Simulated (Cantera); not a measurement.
Charge: 1 mol H2O, 0.3 mol H2, 0.7 mol N2, held at 998 K and 0.130 bar.

Cantera equilibrium calculation (NASA polynomials, part measured and part estimated; ideal gas, pure solids and liquids). Candidate condensed phases: H2O; 24 gas species. Rates play no part.

Base state: H2O 0.500, N2 0.350, H2 0.150 (mole fractions); condensed: gas only.

Task: What changes in the equilibrium state with this change: H2O replaced by N2O?

Result: 
| species | before | after |
|---|---|---|
| N2 | 0.350 | 0.723 |
| O2 | <1e-9 | 0.149 |
| H2O | 0.500 | 0.128 |
| H2 | 0.150 | <1e-9 |
| NO | <1e-9 | 2.47e-5 |
